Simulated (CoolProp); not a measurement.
A simple Rankine cycle with hydrogen sulfide: condensing at 314.15 K, boiler at 6.58 MPa, turbine inlet 370.2 K, turbine efficiency 0.85, pump efficiency 0.7, no recuperator. Each further row changes one setting.

The numbers come from the reference Helmholtz-energy equation of state, Lemmon 2006 in CoolProp. It is a short technical equation, of lower accuracy than the large ones.

```json
[
 {"case": "as stated", "thermal efficiency (%)": "8.2", "net work (kJ/kg)": "31.4", "heat in (kJ/kg)": "385", "turbine exit temperature (K)": "314.1", "volume ratio over the turbine": "2.06"},
 {"case": "turbine inlet 390.2 K", "thermal efficiency (%)": "?", "net work (kJ/kg)": "37.2", "heat in (kJ/kg)": "425", "turbine exit temperature (K)": "319.3", "volume ratio over the turbine": "1.94"},
 {"case": "condensing temperature 306.15 K", "thermal efficiency (%)": "9.7", "net work (kJ/kg)": "38.9", "heat in (kJ/kg)": "403", "turbine exit temperature (K)": "306.2", "volume ratio over the turbine": "2.44"},
 {"case": "boiler pressure 4.61 MPa", "thermal efficiency (%)": "5.4", "net work (kJ/kg)": "?", "heat in (kJ/kg)": "?", "turbine exit temperature (K)": "331.6", "volume ratio over the turbine": "1.45"},
 {"case": "turbine efficiency 0.75", "thermal efficiency (%)": "?", "net work (kJ/kg)": "26.8", "heat in (kJ/kg)": "385", "turbine exit temperature (K)": "314.1", "volume ratio over the turbine": "2.08"}
]
```

**Question.** Complete the blanks.

**Answer.** 
- turbine inlet 390.2 K, thermal efficiency (%): 8.8
- boiler pressure 4.61 MPa, net work (kJ/kg): 23.0
- boiler pressure 4.61 MPa, heat in (kJ/kg): 429
- turbine efficiency 0.75, thermal efficiency (%): 7.0

The expansion ends wet for: as stated; condensing temperature 306.15 K; turbine efficiency 0.75.
